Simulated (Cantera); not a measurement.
## Adiabatic ignition

An adiabatic, constant-volume homogeneous reactor starts with CH4 : O2 : N2 : H2O : C2H6 = 1 : 3.08 : 11.6 : 0.88 : 0.023 (molar parts), equivalence ratio 0.68, at 1675 K and 140000 Pa.

Cantera simulation using GRI-Mech 3.0 (53 species, 325 reactions); the numbers are that mechanism's predictions, not measurements.

```json
[
 {"t (s)": "1.00e-6", "T (K)": "1675", "P (bar)": "1.40", "x CH4": "0.0603", "x O2": "0.186", "x H2O": "0.0531", "x CH2CO": "<1e-12", "x HO2": "5.02e-7"},
 {"t (s)": "3.35e-6", "T (K)": "1674", "P (bar)": "1.40", "x CH4": "0.0603", "x O2": "0.186", "x H2O": "0.0531", "x CH2CO": "6.52e-11", "x HO2": "2.00e-6"},
 {"t (s)": "1.12e-5", "T (K)": "1673", "P (bar)": "1.40", "x CH4": "0.0602", "x O2": "0.186", "x H2O": "0.0531", "x CH2CO": "9.34e-9", "x HO2": "8.51e-6"},
 {"t (s)": "3.77e-5", "T (K)": "1676", "P (bar)": "1.40", "x CH4": "0.0587", "x O2": "0.185", "x H2O": "0.0541", "x CH2CO": "2.16e-6", "x HO2": "3.40e-5"},
 {"t (s)": "0.000126", "T (K)": "2693", "P (bar)": "2.33", "x CH4": "<1e-12", "x O2": "0.0633", "x H2O": "0.145", "x CH2CO": "<1e-12", "x HO2": "1.41e-5"},
 {"t (s)": "0.000423", "T (K)": "2786", "P (bar)": "2.39", "x CH4": "<1e-12", "x O2": "0.0599", "x H2O": "0.151", "x CH2CO": "<1e-12", "x HO2": "1.66e-5"},
 {"t (s)": "0.00142", "T (K)": "2775", "P (bar)": "2.38", "x CH4": "<1e-12", "x O2": "0.0562", "x H2O": "0.152", "x CH2CO": "<1e-12", "x HO2": "1.55e-5"},
 {"t (s)": "0.00475", "T (K)": "2770", "P (bar)": "2.38", "x CH4": "<1e-12", "x O2": "0.0547", "x H2O": "0.152", "x CH2CO": "<1e-12", "x HO2": "1.50e-5"},
 {"t (s)": "0.0159", "T (K)": "2770", "P (bar)": "2.38", "x CH4": "<1e-12", "x O2": "0.0547", "x H2O": "0.152", "x CH2CO": "<1e-12", "x HO2": "1.50e-5"},
 {"t (s)": "0.0534", "T (K)": "2770", "P (bar)": "2.38", "x CH4": "<1e-12", "x O2": "0.0547", "x H2O": "0.152", "x CH2CO": "<1e-12", "x HO2": "1.50e-5"},
 {"t (s)": "0.179", "T (K)": "2770", "P (bar)": "2.38", "x CH4": "<1e-12", "x O2": "0.0547", "x H2O": "0.152", "x CH2CO": "<1e-12", "x HO2": "1.50e-5"},
 {"t (s)": "0.600", "T (K)": "2770", "P (bar)": "2.38", "x CH4": "<1e-12", "x O2": "0.0547", "x H2O": "0.152", "x CH2CO": "<1e-12", "x HO2": "1.50e-5"}
]
```
x: mole fraction; the columns are a selection and need not sum to one.

| Property | Value |
|---|---|
| time of steepest temperature rise | 98.0 µs |
| temperature at 0.600 s | 2770 K |
| equilibrium temperature | 2770 K |
| x(CH4) at 0.600 s | <1e-12 (gas-phase equilibrium <1e-12) |
| x(O2) at 0.600 s | 0.0547 (gas-phase equilibrium 0.0547) |
| x(H2O) at 0.600 s | 0.152 (gas-phase equilibrium 0.152) |
